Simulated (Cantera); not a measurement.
A Cantera script and its output.

```python
import numpy as np
import cantera as ct

gas = ct.Solution("gri30.yaml")
gas.TPX = 1650, 380, {'C2H6': 1, 'N2': 4.9, 'H2O': 0.013}
reactor = ct.IdealGasConstPressureReactor(gas, energy="off", clone=False)
net = ct.ReactorNet([reactor])
net.rtol, net.atol = 1e-08, 1e-18
show = ['C2H6', 'H2', 'CH3', 'H', 'C2H4', 'CH2', 'C2H']
times = np.geomspace(3e-06, 10, 12)

steps = ct.SolutionArray(gas, extra=["t"])
rows = []
print(f"{'t/s':>10s}{'T/K':>9s}{'P/Pa':>11s}" + "".join(f"{s:>11s}" for s in show))
for t in times:
    while net.time < t:
        t_next = net.step()
        steps.append(gas.state, t=t_next)
    rows.append([np.interp(t, steps.t, y) for y in (steps.T, steps.P, *steps(*show).X.T)])
    print(f"{t:10.3e}{rows[-1][0]:9.1f}{rows[-1][1]:11.4g}" + "".join(f"{x:11.3e}" for x in rows[-1][2:]))
rate = np.gradient(steps.T, steps.t)
print("integrator steps:", len(steps.t))
if steps.T.max() > steps.T[0] + 200:
    print(f"time of steepest temperature rise: {steps.t[rate.argmax()]:.4e} s")
gas.TPX = 1650, 380, {'C2H6': 1, 'N2': 4.9, 'H2O': 0.013}
gas.equilibrate("TP")
print(f"equilibrium (TP): T = {gas.T:.1f} K  " + "  ".join(f"{s} {gas[s].X[0]:.3e}" for s in show))
```

It prints:

```
       t/s      T/K       P/Pa       C2H6         H2        CH3          H       C2H4        CH2        C2H
 3.000e-06   1650.0        380  1.690e-01  8.433e-09  1.906e-04  7.817e-08  2.020e-09  3.108e-11  7.771e-25
 1.175e-05   1650.0        380  1.687e-01  1.255e-07  7.439e-04  3.150e-07  7.781e-08  2.158e-09  1.588e-21
 4.604e-05   1650.0        380  1.674e-01  3.767e-06  2.872e-03  3.512e-06  3.998e-06  1.345e-07  1.133e-17
 1.803e-04   1650.0        380  1.618e-01  2.868e-04  1.047e-02  7.432e-05  2.559e-04  5.428e-06  3.782e-13
 7.064e-04   1650.0        380  1.281e-01  1.178e-02  3.129e-02  6.396e-04  1.194e-02  4.497e-05  1.583e-08
 2.767e-03   1650.0        380  2.075e-02  8.158e-02  3.907e-02  1.996e-03  6.477e-02  8.349e-05  1.844e-06
 1.084e-02   1650.0        380  1.617e-04  1.581e-01  6.216e-03  9.766e-04  2.931e-02  1.483e-05  2.092e-06
 4.247e-02   1650.0        380  2.150e-05  1.857e-01  1.927e-03  3.867e-04  7.607e-03  2.691e-06  9.171e-07
 1.664e-01   1650.0        380  7.580e-06  1.988e-01  1.048e-03  2.518e-04  1.016e-03  1.041e-06  6.043e-07
 6.517e-01   1650.0        380  3.802e-06  2.121e-01  7.312e-04  2.445e-04  3.630e-04  7.031e-07  5.724e-07
 2.553e+00   1650.0        380  1.137e-06  2.333e-01  4.175e-04  3.188e-04  1.005e-04  5.078e-07  7.171e-07
 1.000e+01   1650.0        380  8.961e-08  2.491e-01  1.346e-04  5.346e-04  1.486e-05  2.754e-07  1.168e-06
integrator steps: 1345
equilibrium (TP): T = 1650.0 K  C2H6 1.442e-11  H2 2.543e-01  CH3 1.502e-06  H 7.484e-04  C2H4 4.879e-06  CH2 4.345e-09  C2H 8.985e-07
```

Model: GRI-Mech 3.0 (53 species, 325 reactions), integrated in Cantera. GRI-Mech 3.0 stops at C3 and has no aromatics, soot or wall deposition, so with more carbon than oxygen in the feed, carbon stays in small species such as C2H2 where larger ones or solid carbon would form. Radical loss at walls, strong at low pressure, is not modelled.
